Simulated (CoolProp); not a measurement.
Properties of hexamethyldisiloxane (MM) along the isotherm 620 K.

The numbers come from the reference Helmholtz-energy equation of state, Thol 2016 in CoolProp.

```
p (bar)  phase  cp (kJ/(kg K))  speed of sound (m/s)  isothermal compressibility (1/MPa)  expansivity (1/kK)  fugacity coefficient
-------  -----  --------------  --------------------  ----------------------------------  ------------------  --------------------
0.69       gas           2.271                 179.1                               14.59               1.655                0.9934
1.38       gas           2.273                 178.0                               7.345               1.699                0.9868
2.07       gas           2.276                 176.8                               4.930               1.744                0.9802
2.76       gas           2.279                 175.7                               3.724               1.791                0.9737
3.45       gas           2.282                 174.6                               3.000               1.839                0.9672
4.14       gas           2.286                 173.4                               2.518               1.888                0.9607
4.83       gas           2.289                 172.3                               2.174               1.940                0.9543
5.52       gas           2.293                 171.1                               1.916               1.993                0.9479
6.21       gas           2.296                 170.0                               1.716               2.047                0.9415
6.9        gas           2.300                 168.9                               1.556               2.103                0.9351
7.59       gas           2.304                 167.7                               1.425               2.162                0.9288
8.28       gas           2.308                 166.6                               1.316               2.221                0.9226
8.97       gas           2.312                 165.5                               1.224               2.283                0.9163
9.66       gas           2.317                 164.4                               1.145               2.346                0.9101
```
